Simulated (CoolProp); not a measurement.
Vapour-liquid equilibrium of CH2F2 (R32) (1) + R1234yf (2) at 4.96 bar; x and y are mole fractions of (1).

Computed with CoolProp (multi-fluid Helmholtz-energy mixture model, Tillner-Roth 1997 and Lemmon 2022; pair parameters Bell 2023).

Question: Give the bubble temperature and the first vapour's composition at x = 0.05, 0.875, 0.95. Is there an azeotrope?

Answer: x = 0.05: 10.5 °C, y = 0.135; x = 0.875: -13.5 °C, y = 0.916; x = 0.95: -14.2 °C, y = 0.963. No azeotrope shows between x = 0.05 and 0.95.

The pair parameters rest on a limited set of measurements; away from them the model extrapolates.
